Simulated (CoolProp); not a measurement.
The fluid at 456.38 K and 0.481 MPa is throttled through a valve to 0.249 MPa with no heat exchange. The same conditions are run with several fluids, on thermodynamics alone (safety and materials aside).

Computed with CoolProp (reference Helmholtz-energy equation of state of each fluid (R123: Younglove 1994; R141b: Lemmon 2006; oxygen: Schmidt 1985; R142b: Lemmon 2006; hydrogen sulfide: Lemmon 2006)).

### Question
Rank R123, R141b, oxygen, R142b, hydrogen sulfide by temperature change (K), highest first.

### Answer
oxygen (-0.2), hydrogen sulfide (-1.6), R142b (-1.7), R123 (-2.4), R141b (-2.5)

| fluid | final density (kg/m³) |
|---|---|
| R123 | 10.3 |
| R141b | 7.90 |
| oxygen | 2.10 |
| R142b | 6.72 |
| hydrogen sulfide | 2.25 |

Above 300 K oxygen's equation is extrapolated.
